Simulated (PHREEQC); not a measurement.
0.5 mol of Fluorite (CaF2) is brought to equilibrium with 1 kg of water holding 170 mmol/kgw CaCl2, at several temperatures. Oxygen alone is held at its pressure in air (log pO2 = -0.68). The system is closed to CO2. The run lets Fluorite precipitate or redissolve, and no other solid.

Model: ion-association model, phreeqc.dat, run in PHREEQC.

```json
[
 {"T (°C)": "0", "pH": "7.02", "dissolved Ca (mol/kgw)": "0.170", "dissolved F (mol/kgw)": "2.41e-5", "F- (mol/kgw)": "2.41e-5"},
 {"T (°C)": "13.3", "pH": "6.96", "dissolved Ca (mol/kgw)": "0.170", "dissolved F (mol/kgw)": "3.12e-5", "F- (mol/kgw)": "3.12e-5"},
 {"T (°C)": "26.7", "pH": "6.84", "dissolved Ca (mol/kgw)": "0.170", "dissolved F (mol/kgw)": "3.88e-5", "F- (mol/kgw)": "3.88e-5"},
 {"T (°C)": "40", "pH": "6.69", "dissolved Ca (mol/kgw)": "0.170", "dissolved F (mol/kgw)": "4.64e-5", "F- (mol/kgw)": "4.64e-5"},
 {"T (°C)": "53.3", "pH": "6.54", "dissolved Ca (mol/kgw)": "0.170", "dissolved F (mol/kgw)": "5.38e-5", "F- (mol/kgw)": "5.38e-5"},
 {"T (°C)": "60", "pH": "6.47", "dissolved Ca (mol/kgw)": "0.170", "dissolved F (mol/kgw)": "5.74e-5", "F- (mol/kgw)": "5.74e-5"},
 {"T (°C)": "73.3", "pH": "6.33", "dissolved Ca (mol/kgw)": "0.170", "dissolved F (mol/kgw)": "6.41e-5", "F- (mol/kgw)": "6.40e-5"},
 {"T (°C)": "86.7", "pH": "6.21", "dissolved Ca (mol/kgw)": "0.170", "dissolved F (mol/kgw)": "7.02e-5", "F- (mol/kgw)": "7.01e-5"},
 {"T (°C)": "100", "pH": "6.11", "dissolved Ca (mol/kgw)": "0.170", "dissolved F (mol/kgw)": "7.55e-5", "F- (mol/kgw)": "7.53e-5"}
]
```

Away from 25 °C the constants follow the database's enthalpies or fits; those with neither stay at their 25 °C values.
